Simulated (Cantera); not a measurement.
A perfectly stirred reactor is fed with NH3 : N2 = 1 : 2.4 (molar parts), at 0.132 atm; it is held at 2000 K, and followed from long to short residence time.

Model: the gas-phase N/H chemistry of the illustrative SiF4/NH3 mechanism in the Surface Chemkin manual (1991), integrated in Cantera. Walls and surfaces, which speed up NH3 decomposition in real reactors, are not modelled.

Question: Predict: x(NH3) at τ = 2.60 s; x(H) at τ = 2.60 s; x(NH2) at τ = 2.60 s; x(H2) at τ = 2.60 s; x(N2) at τ = 2.60 s; x(NH3) at τ = 13.0 ms; x(H) at τ = 13.0 ms; x(NH2) at τ = 13.0 ms; x(H2) at τ = 13.0 ms; x(N2) at τ = 13.0 ms.

Answer: 
| Property | Result |
|---|---|
| x(NH3) at τ = 2.60 s | 0.0245 |
| x(H) at τ = 2.60 s | 0.000500 |
| x(NH2) at τ = 2.60 s | 0.000114 |
| x(H2) at τ = 2.60 s | 0.312 |
| x(N2) at τ = 2.60 s | 0.663 |
| x(NH3) at τ = 13.0 ms | 0.277 |
| x(H) at τ = 13.0 ms | 1.82e-5 |
| x(NH2) at τ = 13.0 ms | 0.000714 |
| x(H2) at τ = 13.0 ms | 0.0192 |
| x(N2) at τ = 13.0 ms | 0.703 |
